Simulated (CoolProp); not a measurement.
CH2F2 (R32) at several states: density (kg/m³) from the reference equation and from simpler models built on Tc = 78.1 °C, pc = 5.783 MPa, ω = 0.277; each cubic takes its own stable root.

The numbers come from the reference Helmholtz-energy equation of state, Tillner-Roth 1997 in CoolProp.

| T (°C) | p (MPa) | phase | reference | van der Waals | Redlich-Kwong | Soave-Redlich-Kwong | Peng-Robinson |
|---|---|---|---|---|---|---|---|
| 71.55 | 15.1 | liquid | 858.3 | 517.7 | 653.2 | 657.6 | 733.8 |
| 150.55 | 24.4 | supercritical | 637.9 | 477.1 | 539.4 | 500.2 | 542.7 |
| -39.75 | 3.26 | liquid | 1186 | 614.3 | 891.9 | 925.9 | 1046 |
| 48.05 | 0.0144 | gas | 0.2809 | 0.2808 | 0.2808 | 0.2808 | 0.2809 |
| 122.55 | 1.9 | gas | 32.86 | 32.56 | 32.74 | 32.51 | 32.89 |
